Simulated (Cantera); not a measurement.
Thermodynamics of thermal oxidation and active oxidation of silicon, feed Si + H₂O + N₂

A closed system holds: 1 mol Si, 0.13 mol H₂O, 41 mol N₂, at 29.0 Pa.

These are equilibrium values from Cantera (NASA tables, ideal gas, pure condensed phases), not measurements of a reactor. Candidate condensed phases: H₂O, Si, SiO₂, Si₂N₂O, Si₃N₄; 35 gas species. N₂ is the only nitrogen source here; it is nearly inert below about 1500 K, so the nitride shown seldom forms there in practice. Mutual solubility and eutectic melting of coexisting phases are not modelled. The tables' values for SiN are old estimates; treat these amounts as uncertain. Equilibrium is a limit: real reactors are often held back by kinetics, nucleation or transport.

From 802 °C to 1202 °C the condensed part is Si₂N₂O(s) + Si₃N₄(s). At 1302 °C the condensed part is Si₃N₄(s). At 1402 °C the condensed part is Si(s). At 1502 °C the condensed part is Si(l).

```
T (°C)   x N₂      x Si     x H₂     x SiO       x H    x Si₂N     x SiN  n Si₂N₂O(s)  n Si₃N₄(s)  n Si(s)  n Si(l)
------  -----  --------  -------  --------  --------  --------  --------  -----------  ----------  -------  -------
802     0.997    <1e-12  0.00321  1.59e-11   4.88e-8    <1e-12    <1e-12        0.130       0.247        0        0
902     0.997  2.32e-12  0.00321   4.16e-9   4.08e-7    <1e-12    <1e-12        0.130       0.247        0        0
1002    0.997  6.10e-10  0.00321   4.48e-7   2.45e-6    <1e-12  4.12e-11        0.130       0.247        0        0
1102    0.997   7.06e-8  0.00320   2.41e-5   1.14e-5  1.75e-10   2.76e-9        0.129       0.247        0        0
1202    0.996   4.26e-6  0.00318  0.000745   4.30e-5   3.24e-8   1.04e-7       0.0998       0.257        0        0
1302    0.993  0.000152  0.00313   0.00319  0.000136   3.05e-6   2.44e-6            0       0.288        0        0
1402    0.992   0.00150  0.00296   0.00315  0.000371   3.02e-5   1.67e-5            0           0    0.804        0
1502    0.986   0.00757  0.00268   0.00313  0.000880  0.000101   6.11e-5            0           0        0    0.539
```
x: gas mole fraction; n: condensed amount in mol.
